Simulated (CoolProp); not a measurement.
Saturation properties of dimethyl carbonate.

The numbers come from the reference Helmholtz-energy equation of state, Zhou 2011 in CoolProp.

```
T (K)  p (kPa)  enthalpy of vaporisation (kJ/kg)  liquid cp (kJ/(kg K))
-----  -------  --------------------------------  ---------------------
363.9      [?]                             375.2                  1.960
369.6    123.5                             371.2                  1.974
375.3    146.6                             367.1                  1.989
381      172.9                             363.0                    [?]
386.7    202.8                             358.8                  2.021
392.4    236.5                             354.5                  2.037
398.1    274.5                             350.2                    [?]
403.9    317.8                             345.7                  2.071
409.6    365.4                             341.1                    [?]
415.3      [?]                             336.5                  2.107
421      476.6                             331.7                  2.126
```

Some entries are withheld; supply them.


- 363.9, p (kPa): 103.4
- 381, liquid cp (kJ/(kg K)): 2.005
- 398.1, liquid cp (kJ/(kg K)): 2.054
- 409.6, liquid cp (kJ/(kg K)): 2.089
- 415.3, p (kPa): 418.2

It boils at 363.3 K under 1 atm.
